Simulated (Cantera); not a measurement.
Cantera run, input and output.

```python
import numpy as np
import cantera as ct

gas = ct.Solution("gri30.yaml")
gas.TPX = 1025, 2000, {'H2': 0.027, 'O2': 1}
inlet = ct.Reservoir(gas, clone=True)

reactor = ct.IdealGasConstPressureReactor(gas, energy="off", clone=False)
exhaust = ct.Reservoir(gas, clone=True)
tau = [8.5, 2.3, 0.6, 0.16, 0.042, 0.011, 0.0029, 0.00078][0]
for a, b in ((inlet, reactor), (reactor, exhaust)):
    ct.MassFlowController(a, b, mdot=lambda t: reactor.mass / tau)
net = ct.ReactorNet([reactor])
show = ['H2', 'O2', 'H2O2', 'HO2', 'O', 'OH']

rows = []
print(f"{'tau/s':>10s}{'T/K':>9s}" + "".join(f"{s:>11s}" for s in show))
for tau in [8.5, 2.3, 0.6, 0.16, 0.042, 0.011, 0.0029, 0.00078]:
    net.initial_time = 0.0
    net.advance(30 * tau)
    before = gas.X
    net.advance(40 * tau)
    drift = np.max(np.abs(gas.X - before) / (gas.X + 1e-9))
    rows.append([gas.T, *gas[show].X, drift])
    print(f"{tau:10.3e}{gas.T:9.1f}" + "".join(f"{x:11.3e}" for x in gas[show].X))
```

Result:

```
     tau/s      T/K         H2         O2       H2O2        HO2          O         OH
 8.500e+00   1025.0  6.549e-05  9.731e-01  5.094e-08  9.267e-07  2.166e-04  1.165e-04
 2.300e+00   1025.0  1.387e-04  9.728e-01  6.686e-08  1.562e-06  4.941e-04  1.862e-04
 6.000e-01   1025.0  2.933e-04  9.721e-01  8.851e-08  2.538e-06  1.107e-03  3.079e-04
 1.600e-01   1025.0  6.097e-04  9.707e-01  1.189e-07  3.856e-06  2.300e-03  5.143e-04
 4.200e-02   1025.0  1.302e-03  9.682e-01  1.637e-07  5.420e-06  4.364e-03  8.642e-04
 1.100e-02   1025.0  2.903e-03  9.649e-01  2.282e-07  6.811e-06  6.917e-03  1.389e-03
 2.900e-03   1025.0  6.828e-03  9.630e-01  3.104e-07  7.468e-06  7.870e-03  1.936e-03
 7.800e-04   1025.0  1.601e-02  9.668e-01  2.852e-07  6.812e-06  4.809e-03  1.748e-03
```

Model: GRI-Mech 3.0 (53 species, 325 reactions), integrated in Cantera. Radical loss at walls, strong at low pressure, is not modelled.
